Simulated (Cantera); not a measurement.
Charge: 1 mol HCl, 2.5 mol O₂, held at 875 K and 1.00 bar.

Equilibrium computed with Cantera from the NASA thermochemical tables; the gas is ideal and each condensed phase is pure. Candidate condensed phases: H₂O; 14 gas species. The numbers say what is thermodynamically allowed, not how fast it happens.

Base state: O₂ 0.701, HCl 0.108, H₂O 0.0956, Cl₂ 0.0956, Cl 1.42e-5, HOCl 1.12e-5 (mole fractions); condensed: gas only.

### Question
What changes in the equilibrium state with this change: temperature from 875 K to 1300 K?

### Answer
```json
[
 {"species": "O₂", "before": "0.701", "after": "0.707"},
 {"species": "HCl", "before": "0.108", "after": "0.198"},
 {"species": "H₂O", "before": "0.0956", "after": "0.0470"},
 {"species": "Cl₂", "before": "0.0956", "after": "0.0457"},
 {"species": "Cl", "before": "1.42e-5", "after": "0.00265"},
 {"species": "ClO", "before": "1.09e-6", "after": "7.33e-5"}
]
```
